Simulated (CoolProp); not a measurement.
A Linde-Hampson liquefier for CF4 (R14): isothermal reversible compression at 320 K from 1 atm to 40 MPa, throttling to 1 atm, return gas leaving the recuperator 2 K below the feed. Each further row changes one setting.

The numbers come from the reference Helmholtz-energy equation of state, Platzer 1990 in CoolProp. This equation is an older, rougher fit; its heat capacities, sound speeds and derivatives of the liquid may be far off and weren't checked against measurements.

| case | liquid yield per pass | compression work (kJ/kg of gas) |
|---|---|---|
| as stated | … | 169 |
| warm-end temperature 350 K | 0.198 | … |
| warm-end gap 7 K | … | 169 |

Question: Some entries are withheld; supply them.

Answer: 
- as stated, liquid yield per pass: 0.249
- warm-end temperature 350 K, compression work (kJ/kg of gas): 190
- warm-end gap 7 K, liquid yield per pass: 0.237
